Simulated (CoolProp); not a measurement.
Properties of sulfur dioxide at several states (Tc = 157.5 °C, pc = 7887 kPa, ω = 0.256).

Values from CoolProp's reference Helmholtz-energy equation of state, Gao 2016.

```tsv
T (°C)	p (kPa)	phase	cv (kJ/(kg K))	speed of sound (m/s)	Joule-Thomson coefficient (K/MPa)	isothermal compressibility (1/MPa)	expansivity (1/kK)
3.85	2880	liquid	0.8163	981.5	-0.2500	0.001213	1.851
225.15	11200	supercritical	0.7276	238.1	7.049	0.1403	7.648
132.75	116	gas	0.5550	254.1	14.55	8.676	2.518
65.75	2190	liquid	0.8047	700.7	-0.03855	0.003012	2.741
-7.35	12300	liquid	0.8204	1069	-0.2798	0.0009725	1.679
```
